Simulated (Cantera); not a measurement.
A closed system holds: 1 mol Cu2O, 15 mol H2, 0.26 mol H2O, equilibrated at 1950 K.

Cantera equilibrium calculation (NASA polynomials, part measured and part estimated; ideal gas, pure solids and liquids). Candidate condensed phases: Cu, CuO, Cu(OH)2, Cu2O, H2O; 12 gas species. Rates play no part.

Problem. At 0.100 bar, list the 4 most abundant gas species with their mole fractions, and the condensed phases.

Solution. H2 0.890, H2O 0.0802, Cu 0.0267, H 0.00342. Condensed: Cu(l).
